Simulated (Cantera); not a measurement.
Input: 1 mol SiF₄, 0.5 mol HCl, 6.6 mol H₂, at 1650 K and 270 Torr.

Cantera equilibrium calculation (NASA polynomials, part measured and part estimated; ideal gas, pure solids and liquids). Candidate condensed phases: Si; 37 gas species. The tables' values for SiF₃, SiF₂ are old estimates; treat these amounts as uncertain. The numbers say what is thermodynamically allowed, not how fast it happens.

Base state: H₂ 0.795, SiF₄ 0.102, HCl 0.0610, HF 0.0214, SiF₃ 0.0141, SiHF₃ 0.00495, SiF₂ 0.000866, H 0.000135 (mole fractions); condensed: gas only.

Q: What changes in the equilibrium state with this change: SiF₄ replaced by (CH₃)₂SiCl₂?

A: 
```tsv
species	before	after
H₂	0.795	0.778
HCl	0.0610	0.218
SiCl₂	0.000109	0.00269
SiF₄	0.102	0
HF	0.0214	0
SiF₃	0.0141	0
SiHF₃	0.00495	0
SiF₂	0.000866	0
CH₄	0	0.000290
SiH₂F₂	0.000106	0
C(graphite), mol	0	1.03
SiC(s), mol	0	0.963
```
The feed counts by its element totals alone. The tables' values for SiCl₃ are old estimates; treat these amounts as uncertain. Further candidate phases: C, C₆H₆, C₇H₈, C₈H₁₈, SiC.
